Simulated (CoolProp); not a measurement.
Vapour-liquid equilibrium of propylene (1) + benzene (2) at 61.85 °C; x and y are mole fractions of (1).

Computed with CoolProp (multi-fluid Helmholtz-energy mixture model, Lemmon 2013 and Thol 2012; pair parameters Bell 2016).

```tsv
x	bubble pressure, mixture model (bar)	bubble pressure, Raoult's law (bar)	y, mixture model	y, Raoult's law
0.05	2.251	1.842	0.752	0.712
0.125	4.623	3.768	0.880	0.871
0.2	6.803	5.695	0.919	0.922
0.275	8.804	7.621	0.938	0.947
0.35	10.65	9.547	0.950	0.962
0.425	12.36	11.47	0.958	0.972
0.5	13.98	13.40	0.964	0.979
0.575	15.53	15.33	0.969	0.985
0.65	17.07	17.25	0.974	0.989
0.725	18.63	19.18	0.978	0.992
0.8	20.30	21.11	0.982	0.995
0.875	22.17	23.03	0.987	0.997
0.95	24.40	24.96	0.994	0.999
```

The largest gap from Raoult's law is +22.7 % in bubble pressure, at x = 0.125. No azeotrope shows between x = 0.05 and 0.95.

The pair parameters rest on a limited set of measurements; away from them the model extrapolates. The gap from Raoult's law changes sign with composition, which may be real or a fault of the pair parameters; it wasn't checked against measurements.
